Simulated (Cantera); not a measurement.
Charge: 1 mol C₃H₈, 0.34 mol H₂O, 5.6 mol H₂, at 1 atm.

Cantera equilibrium calculation (NASA polynomials, part measured and part estimated; ideal gas, pure solids and liquids). Candidate condensed phases: C, C₆H₆, C₇H₈, C₈H₁₈, H₂O; 110 gas species. Equilibrium is a limit: real reactors are often held back by kinetics, nucleation or transport.

At 950 K, list the 5 most abundant gas species with their mole fractions, and the condensed phases.

H₂ 0.843, CH₄ 0.121, CO 0.0202, H₂O 0.0161, CO₂ 0.000689. Condensed: C(graphite).
